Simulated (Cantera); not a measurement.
Feed: 1 mol Fe, 0.23 mol CO2, 12 mol CO, at 0.100 bar.

These are equilibrium values from Cantera (NASA tables, ideal gas, pure condensed phases), not measurements of a reactor. Candidate condensed phases: C, Fe, Fe(CO)5, FeO, Fe2O3, Fe3O4; 15 gas species. Rates play no part.

Q: Which condensed phases are stable at each of these points (T (K)): 1148, 1198, 1248, 1298, 1348, 1398, 1448?

A: 
```json
[
 {"T (K)": "1148", "condensed phases": "Fe(α)", "Fe condensed (%)": "100.0"},
 {"T (K)": "1198", "condensed phases": "Fe(γ)", "Fe condensed (%)": "100.0"},
 {"T (K)": "1248", "condensed phases": "Fe(γ)", "Fe condensed (%)": "100.0"},
 {"T (K)": "1298", "condensed phases": "Fe(γ)", "Fe condensed (%)": "100.0"},
 {"T (K)": "1348", "condensed phases": "Fe(γ)", "Fe condensed (%)": "100.0"},
 {"T (K)": "1398", "condensed phases": "Fe(γ)", "Fe condensed (%)": "100.0"},
 {"T (K)": "1448", "condensed phases": "Fe(γ)", "Fe condensed (%)": "100.0"}
]
```

At 1148 K the condensed part is Fe(α). From 1198 K to 1448 K the condensed part is Fe(γ).
